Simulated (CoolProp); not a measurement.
Vapour-liquid equilibrium of R125 (1) + fluoroethane (R161) (2) at 0.293 MPa; x and y are mole fractions of (1).

Model: multi-fluid Helmholtz-energy mixture model, Lemmon 2005 and Wu 2012; pair parameters Bell 2016, in CoolProp.

| x | bubble temperature (K) | y at the bubble point | dew temperature at overall composition x (K) | liquid density (mol/L) |
|---|---|---|---|---|
| 0.05 | 261.0 | 0.069 | 261.2 | 15.93 |
| 0.15 | 259.7 | 0.209 | 260.3 | 15.42 |
| 0.25 | 258.1 | 0.344 | 259.2 | 14.93 |
| 0.35 | 256.5 | 0.467 | 258.1 | 14.46 |
| 0.45 | 255.0 | 0.575 | 256.7 | 14.01 |
| 0.55 | 253.6 | 0.667 | 255.3 | 13.58 |
| 0.65 | 252.3 | 0.748 | 253.8 | 13.16 |
| 0.75 | 251.3 | 0.820 | 252.3 | 12.76 |
| 0.85 | 250.4 | 0.889 | 250.9 | 12.38 |
| 0.95 | 249.7 | 0.961 | 249.8 | 12.02 |

No azeotrope shows between x = 0.05 and 0.95.

Pair parameters are fitted to limited data, so mixtures are less certain than the pure fluids. The gap from Raoult's law changes sign with composition, which may be real or a fault of the pair parameters; it wasn't checked against measurements.
